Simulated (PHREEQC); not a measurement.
Dissolve 0.019 mol CdCl2 and 0.074 mol HCl per kg of water at 3 °C. Closed to the air; pH follows from the charge balance.

Model: ion-association model, phreeqc.dat, run in PHREEQC.

The ionic strength comes out as 0.0981 mol/kgw. What activity coefficients do H+, Cl-, CdCl+, Cd+2, CdCl3- get?

H+ 0.83, Cl- 0.77, CdCl+ 0.79, Cd+2 0.39, CdCl3- 0.79.

This is a speciation only: nothing precipitates in the calculation. Away from 25 °C the constants follow the database's enthalpies or fits; those with neither stay at their 25 °C values.
